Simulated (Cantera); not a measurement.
Reactions in the system Cl-Cs-H-N

Standard-state values (1 bar) from the NASA 1993 polynomials, evaluated with Cantera. Values are per mole of reaction as written; species without (g) are pure solids or liquids, kept so even where they would boil at 1 bar.

N₂(g) + 6 Cs(g) + 6 HCl(g) = 2 NH₃(g) + 6 CsCl

| T (K) | ΔH° (kJ) | ΔS° (J/K) | ΔG° (kJ) | log10 K | condensed phases |
|---|---|---|---|---|---|
| 300 | -2654.0 | -1373.6 | -2241.9 | 390.34 | CsCl(s) |
| 1423 | -2349.7 | -1023.1 | -893.8 | 32.81 | CsCl(l) |
| 1573 | -2314.5 | -999.6 | -742.2 | 24.64 | CsCl(l) |
| 1723 | -2279.3 | -978.2 | -593.9 | 18.00 | CsCl(l) |
| 1873 | -2244.2 | -958.7 | -448.6 | 12.51 | CsCl(l) |
| 2023 | -2209.2 | -940.7 | -306.2 | 7.91 | CsCl(l) |
